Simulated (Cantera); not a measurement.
Source: NASA polynomial tables (part measured, part estimated), evaluated in Cantera. Values are per mole of reaction as written; species without (g) are pure solids or liquids, kept so even where they would boil at 1 bar. The tables' values for C₂F₄ are old estimates.

8 CH₂F₂(g) ⇌ 6 F₂(g) + 2 C₃H₈(g) + C₂F₄(g), with ΔH° = 2754.0 kJ and ΔS° = 84.5 J/K at 300 K.

### Question
How far is the shortcut ΔG° ≈ ΔH°(300 K) − T·ΔS°(300 K) from the full temperature-dependent value at 975, 1125, 1275, 1425, 1575, 1725, 1875, 2025, 2175, 2325 K?

### Answer
```tsv
T (K)	shortcut (kJ)	full (kJ)	difference (kJ)	difference in log10 K
975	2671.6	2643.3	28.3	-1.52
1125	2658.9	2621.1	37.8	-1.76
1275	2646.3	2598.4	47.8	-1.96
1425	2633.6	2575.4	58.2	-2.13
1575	2620.9	2552.1	68.8	-2.28
1725	2608.2	2528.6	79.7	-2.41
1875	2595.6	2504.9	90.7	-2.53
2025	2582.9	2481.0	101.9	-2.63
2175	2570.2	2457.0	113.2	-2.72
2325	2557.6	2432.9	124.6	-2.80
```
The shortcut ignores the heat-capacity change of the reaction.
